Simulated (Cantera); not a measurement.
Input (Python, Cantera) and output of one run.

```python
import numpy as np
import cantera as ct

gas_names = """
    CL CL2 N N2 Si SiCL SiCL2 SiCL3 SiCL4 SiN Si2 Si2N Si3
""".split()
cond_names = """
    Si(cr) Si(L) Si3N4(a)
""".split()


# ... load() reads the species with a 1 bar reference pressure and builds the phases ...
atoms = {
    'Si2Cl6': {'Si': 2, 'CL': 6},
    'N2': {'N': 2},
}
top_T = {'Si3N4(a)': 2400}  # K; cautious upper limits of use, not melting points


# ... equilibrate(T, P, feed) seeds the gas with the atoms and calls Mixture.equilibrate('TP', solver="vcs", rtol=1e-11, max_steps=5000) ...
results = []
feed = {'Si2Cl6': 1, 'N2': 84}  # mol
T = 1550  # K
for P in [100, 230, 540, 1300, 2900, 6800, 16000, 37000, 86000, 200000]:
    mix = equilibrate(T, P, feed)
    results.append((T, P, feed, dict(zip(mix.species_names, mix.species_moles))))

top = {s: max(r[3][s] / sum(r[3][g] for g in gas_names) for r in results) for s in gas_names}
cols = sorted((s for s in top if top[s] > 0.0001), key=lambda s: -top[s])[:5]
seen = [c for c in cond_names if any(r[3].get(c, 0) > 1e-12 for r in results)]
print("log10 of partial pressures in bar; condensed amounts in mol")
print(f"{'P/Pa':>10s}" + "".join(f"{s[:9]:>10s}" for s in cols + seen))
for T, P, feed, n in results:
    ng = sum(n[g] for g in gas_names)
    print(f"{P:10.4g}" + "".join(f"{np.log10(max(n[s] / ng * P / 1e5, 1e-99)):10.3f}" for s in cols)
          + "".join(f"{n.get(c, 0):10.4g}" for c in seen))
```

Result:

```
log10 of partial pressures in bar; condensed amounts in mol
      P/Pa        N2     SiCL4     SiCL2        CL     SiCL3  Si3N4(a)
       100    -3.013    -5.217    -4.923    -5.231    -5.292         0
       230    -2.650    -4.767    -4.619    -5.158    -4.915         0
       540    -2.278    -4.352    -4.283    -5.118    -4.540         0
      1300    -1.897    -3.950    -3.920    -5.098    -4.157         0
      2900    -1.548    -3.593    -3.579    -5.090    -3.809         0
      6800    -1.178    -3.219    -3.213    -5.086    -3.438         0
   1.6e+04    -0.806    -2.845    -2.843    -5.085    -3.067         0
   3.7e+04    -0.442    -2.423    -2.590    -5.000    -2.729   0.03142
   8.6e+04    -0.074    -1.968    -2.485    -4.825    -2.449   0.08303
     2e+05     0.293    -1.548    -2.397    -4.659    -2.195    0.1155
```

Cantera equilibrium calculation (NASA polynomials, part measured and part estimated; ideal gas, pure solids and liquids). The feed counts by its element totals alone. The tables' values for SiCl3 are old estimates; treat these amounts as uncertain.
